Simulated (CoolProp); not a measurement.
Values from CoolProp's reference Helmholtz-energy equation of state, Span 2000.

### Question
Give the vapour pressure (MPa), enthalpy of vaporisation (kJ/kg), liquid cp (kJ/(kg K)), vapour Z of saturated nitrogen at -180.95, -156.35 °C.

### Answer
| T (°C) | p (MPa) | enthalpy of vaporisation (kJ/kg) | liquid cp (kJ/(kg K)) | vapour Z |
|---|---|---|---|---|
| -180.95 | 0.433 | 177 | 2.17 | 0.881 |
| -156.35 | 2.13 | 109 | 3.54 | 0.622 |
